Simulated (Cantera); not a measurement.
**Equilibrium for tantalum, niobium, vanadium and zirconium in process gases: V + H₂O + N₂**

Charge: 1 mol V, 11 mol H₂O, 83 mol N₂, at 750 Torr.

These are equilibrium values from Cantera (NASA tables, ideal gas, pure condensed phases), not measurements of a reactor. Candidate condensed phases: H₂O, V, VN, VO, V₂O₃, V₂O₄, V₂O₅; 28 gas species. Condensed phases not in the tables: the oxides between V₂O₃ and V₂O₅ other than VO₂. The numbers say what is thermodynamically allowed, not how fast it happens.

```json
[
 {"T (K)": "873", "x N₂": "0.883", "x H₂O": "0.101", "x H₂": "0.0160", "x VO₂": "<1e-12", "x H": "5.91e-12", "x OH": "<1e-12", "x NO": "<1e-12", "n V₂O₃(s)": "0.500"},
 {"T (K)": "1073", "x N₂": "0.883", "x H₂O": "0.101", "x H₂": "0.0160", "x VO₂": "<1e-12", "x H": "1.77e-9", "x OH": "4.19e-11", "x NO": "<1e-12", "n V₂O₃(s)": "0.500"},
 {"T (K)": "1273", "x N₂": "0.883", "x H₂O": "0.101", "x H₂": "0.0160", "x VO₂": "1.72e-11", "x H": "9.01e-8", "x OH": "6.57e-9", "x NO": "2.58e-10", "n V₂O₃(s)": "0.500"},
 {"T (K)": "1473", "x N₂": "0.883", "x H₂O": "0.101", "x H₂": "0.0160", "x VO₂": "8.00e-9", "x H": "1.60e-6", "x OH": "2.63e-7", "x NO": "2.05e-8", "n V₂O₃(s)": "0.500"},
 {"T (K)": "1673", "x N₂": "0.883", "x H₂O": "0.101", "x H₂": "0.0160", "x VO₂": "8.14e-7", "x H": "1.44e-5", "x OH": "4.38e-6", "x NO": "5.77e-7", "n V₂O₃(s)": "0.500"},
 {"T (K)": "1873", "x N₂": "0.883", "x H₂O": "0.101", "x H₂": "0.0160", "x VO₂": "2.94e-5", "x H": "8.15e-5", "x OH": "4.01e-5", "x NO": "7.99e-6", "n V₂O₃(s)": "0.499"},
 {"T (K)": "2073", "x N₂": "0.882", "x H₂O": "0.100", "x H₂": "0.0162", "x VO₂": "0.000506", "x H": "0.000335", "x OH": "0.000236", "x NO": "6.52e-5", "n V₂O₃(s)": "0.476"},
 {"T (K)": "2273", "x N₂": "0.878", "x H₂O": "0.0967", "x H₂": "0.0186", "x VO₂": "0.00469", "x H": "0.00115", "x OH": "0.000924", "x NO": "0.000315", "n V₂O₃(s)": "0.278"},
 {"T (K)": "2473", "x N₂": "0.869", "x H₂O": "0.0896", "x H₂": "0.0227", "x VO₂": "0.0104", "x H": "0.00336", "x OH": "0.00266", "x NO": "0.00103", "n V₂O₃(s)": "0"}
]
```
x: gas mole fraction; n: condensed amount in mol.

From 873 K to 2273 K the condensed part is V₂O₃(s). At 2473 K nothing is condensed.
